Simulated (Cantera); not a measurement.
Input: 1 mol Al, 72 mol N₂, 3.6 mol H₂, held at 1325 K and 52.0 mbar.

Equilibrium computed with Cantera from the NASA thermochemical tables; the gas is ideal and each condensed phase is pure. Candidate condensed phases: Al, AlN; 13 gas species. Rates play no part.

Problem. What is the equilibrium state?

Solution. 
```
Property                             Result
--------------------------------  ---------
x(N₂)                                 0.952
x(H₂)                                0.0479
x(H)                                1.57e-6
n(AlN(s))                          1.00 mol
gas amount                        75.10 mol
log10 activity of Al(l) (absent)      -6.19
```
